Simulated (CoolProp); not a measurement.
Vapour-liquid equilibrium of n-octane (1) + n-dodecane (2) at 426.5 K; x and y are mole fractions of (1).

Values from CoolProp's multi-fluid Helmholtz-energy mixture model, Beckmüller 2019 and Lemmon 2004; pair parameters Bell 2016.

| x | bubble pressure (kPa) | y at the bubble point | dew pressure at overall composition x (kPa) | liquid density (mol/L) |
|---|---|---|---|---|
| 0.05 | 25.02 | 0.346 | ? | 3.859 |
| 0.2 | 50.00 | 0.718 | 20.92 | ? |
| 0.35 | ? | 0.848 | 25.16 | 4.203 |
| 0.5 | 105.0 | 0.913 | ? | ? |
| 0.65 | 134.5 | 0.952 | ? | 4.595 |
| 0.8 | 164.9 | 0.977 | 64.07 | 4.809 |
| 0.95 | ? | 0.995 | 132.6 | 5.033 |

### Question
Some entries are withheld; supply them.

### Answer

- 0.05, dew pressure at overall composition x (kPa): 17.90
- 0.2, liquid density (mol/L): 4.026
- 0.35, bubble pressure (kPa): 76.71
- 0.5, dew pressure at overall composition x (kPa): 31.55
- 0.5, liquid density (mol/L): 4.393
- 0.65, dew pressure at overall composition x (kPa): 42.28
- 0.95, bubble pressure (kPa): 195.8

No azeotrope shows between x = 0.05 and 0.95.

Pair parameters are fitted to limited data, so mixtures are less certain than the pure fluids.
